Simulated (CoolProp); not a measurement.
CF4 (R14) at several states: fugacity coefficient from the reference equation and from simpler models built on Tc = -45.8 °C, pc = 3.762 MPa, ω = 0.178; each cubic takes its own stable root.

Values from CoolProp's reference Helmholtz-energy equation of state, Platzer 1990. This equation is an older, rougher fit; its heat capacities, sound speeds and derivatives of the liquid may be far off and weren't checked against measurements.

| T (°C) | p (MPa) | phase | reference |
|---|---|---|---|
| -68.15 | 0.332 | gas | 0.9592 |
| 208.25 | 1.84 | gas | 0.9992 |
| -67.25 | 0.325 | gas | 0.9606 |
| 69.55 | 8.33 | supercritical | 0.8508 |
| 162.25 | 0.0127 | gas | 0.9999 |
| -80.25 | 6.1 | liquid | 0.1973 |

Q: How far does each simpler model (Soave-Redlich-Kwong, Peng-Robinson) lie from the reference over these 6 states: mean and median of the absolute difference, and the worst?

A: 
- Soave-Redlich-Kwong: mean 0.8 %, median 0.1 %, worst +2.5 % at -80.25 °C and 6.1 MPa
- Peng-Robinson: mean 1.0 %, median 0.5 %, worst -2.3 % at -80.25 °C and 6.1 MPa
